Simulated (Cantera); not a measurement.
A perfectly stirred reactor is fed with CO : O₂ : H₂O : N₂ = 0.0014 : 0.0041 : 0.028 : 1 (molar parts), at 330000 Pa; it is held at 1448 K, and followed from long to short residence time.

Detailed kinetics in Cantera: GRI-Mech 3.0 (53 species, 325 reactions).

One state of this run: x CO = 6.60e-5; x O₂ = 0.00332; x H₂O = 0.0271; x O = 3.64e-6; x NO = 8.92e-8. x: mole fraction; the columns are a selection and need not sum to one.

Task: Which value of τ (s) does it belong to?
A) 0.0070
B) 0.62
C) 0.017
D) 0.042

Result: D, 0.042
